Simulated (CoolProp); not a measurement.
Vapour-liquid equilibrium of propylene (1) + 1-butene (2) at 0.0908 MPa; x and y are mole fractions of (1).

Values from CoolProp's multi-fluid Helmholtz-energy mixture model, Lemmon 2013 and Lemmon 2005; pair parameters Bell 2016.

```
x      bubble temperature (K)  y at the bubble point  dew temperature at overall composition x (K)  liquid density (mol/L)
-----  ----------------------  ---------------------  --------------------------------------------  ----------------------
0.05                    259.7                  0.198                                         263.0                   11.39
0.125                   254.1                  0.414                                         261.4                   11.66
0.2                     249.3                  0.565                                         259.7                   11.92
0.275                   245.2                  0.672                                         257.8                   12.17
0.35                    241.6                  0.751                                         255.9                   12.42
0.425                   238.5                  0.810                                         253.8                   12.66
0.5                     235.8                  0.856                                         251.5                   12.91
0.575                   233.4                  0.892                                         248.9                   13.15
0.65                    231.2                  0.920                                         246.1                   13.39
0.725                   229.2                  0.944                                         242.9                   13.64
0.8                     227.3                  0.963                                         239.1                   13.89
0.875                   225.7                  0.979                                         234.5                   14.14
0.95                    224.1                  0.992                                         228.6                   14.40
```

No azeotrope shows between x = 0.05 and 0.95.

The pair parameters rest on a limited set of measurements; away from them the model extrapolates.
